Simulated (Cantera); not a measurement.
An isothermal, constant-pressure homogeneous reactor starts with NH3 : H2 = 1 : 0.22 (molar parts), at 1823 K and 0.420 bar.

Detailed kinetics in Cantera: the gas-phase N/H chemistry of the illustrative SiF4/NH3 mechanism in the Surface Chemkin manual (1991). Walls and surfaces, which speed up NH3 decomposition in real reactors, are not modelled.

Task: Predict: x(NH3) at 2.00 s; x(H2) at 2.00 s; x(H) at 2.00 s; x(N2H2) at 2.00 s; x(NH) at 2.00 s; x(N2) at 2.00 s; x(NH2) at 2.00 s.

Result: 
| Item | Result |
|---|---|
| x(NH3) at 2.00 s | 0.0681 (gas-phase equilibrium 3.75e-6) |
| x(H2) at 2.00 s | 0.725 (gas-phase equilibrium 0.774) |
| x(H) at 2.00 s | 0.000309 (gas-phase equilibrium 0.000592) |
| x(N2H2) at 2.00 s | 8.28e-8 (gas-phase equilibrium <1e-12) |
| x(NH) at 2.00 s | 1.52e-6 (gas-phase equilibrium 2.72e-10) |
| x(N2) at 2.00 s | 0.206 (gas-phase equilibrium 0.225) |
| x(NH2) at 2.00 s | 7.85e-5 (gas-phase equilibrium 7.76e-9) |
